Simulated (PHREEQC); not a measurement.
Solution (25 °C): 0.065 mol HF, 0.00042 mol KF, 0.0012 mol H2SiF6 and 0.00024 mol HCl per kg of water. Closed to the air; pH follows from the charge balance.

The numbers come from PHREEQC with the ion-association model, wateq4f.dat.

pH: 2.14
ionic strength: 0.00954 mol/kgw
total alkalinity: -72.4 meq/kg

```tsv
species	molality	activity	log γ
HF	0.0472	0.0473	0.001
H+	0.00792	0.00725	-0.039
H2F2	0.00582	0.00583	0.001
F-	0.00483	0.00435	-0.045
SiF6-2	0.00120	0.000808	-0.172
HF2-	0.000876	0.000790	-0.045
K+	0.000420	0.000379	-0.045
```

No solid was allowed to form. wateq4f.dat counts part of the HF as a dimer, H2F2, which phreeqc.dat doesn't know; its constant is uncertain. SiF6-2 is the database's only silicon fluoride.
